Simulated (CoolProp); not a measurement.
Sulfur dioxide at several states: density (kg/m³) from the reference equation and from simpler models built on Tc = 157.5 °C, pc = 7.887 MPa, ω = 0.256; each cubic takes its own stable root.

Computed with CoolProp (reference Helmholtz-energy equation of state, Gao 2016).

| T (°C) | p (MPa) | phase | reference | Soave-Redlich-Kwong | Peng-Robinson |
|---|---|---|---|---|---|
| 135.75 | 0.154 | gas | 2.926 | 2.925 | 2.927 |
| 5.95 | 0.0131 | gas | 0.3627 | 0.3624 | 0.3624 |
| 2.85 | 0.244 | liquid | ? | ? | ? |
| -17.95 | 0.995 | liquid | ? | ? | 1498 |
| 142.35 | 0.211 | gas | 3.955 | 3.954 | 3.958 |

### Question
Fill in the missing entries.

### Answer

- 2.85, reference: 1428
- 2.85, Soave-Redlich-Kwong: 1280
- 2.85, Peng-Robinson: 1447
- -17.95, reference: 1484
- -17.95, Soave-Redlich-Kwong: 1328
